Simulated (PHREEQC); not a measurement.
Make-up at 25 °C: 0.22 mol/kgw NaHSO4 and 0.0014 mol/kgw Na2HPO4. Closed to the air; pH follows from the charge balance.

Model: ion-association model, wateq4f.dat, run in PHREEQC.

No solid was allowed to form.

Q: Order these S species by the share of S that they hold, largest first: NaSO4-, HSO4-, SO4-2.

A: HSO4- (62 %), SO4-2 (30 %), NaSO4- (7.4 %)

The pH is 1.21 and the ionic strength 0.353 mol/kgw. H3PO4, which wateq4f.dat lacks, is added to it with the constant of phreeqc.dat.
